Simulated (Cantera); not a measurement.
Feed: 1 mol Fe2O3, 0.23 mol SO3, 3.6 mol N2, equilibrated at 427 °C and 11.3 Torr.

Cantera equilibrium calculation (NASA polynomials, part measured and part estimated; ideal gas, pure solids and liquids). Candidate condensed phases: Fe, FeO, FeS, FeSO4, FeS2, Fe2O3, Fe2(SO4)3, Fe3O4, S; 19 gas species. Kinetics and transport are ignored.

Base state: N2 0.996, SO2 0.00147, SO3 0.00140, O2 0.000736 (mole fractions); condensed: Fe2O3(s) + Fe2(SO4)3(s).

Task: What changes in the equilibrium state with this change: pressure from 11.3 Torr to 165 Torr?

Result: 
```tsv
species	before	after
N2	0.996	1.000
SO2	0.00147	0.000100
SO3	0.00140	9.55e-5
O2	0.000736	5.02e-5
Fe2O3(s), mol	0.927	0.924
Fe2(SO4)3(s), mol	0.0732	0.0764
```
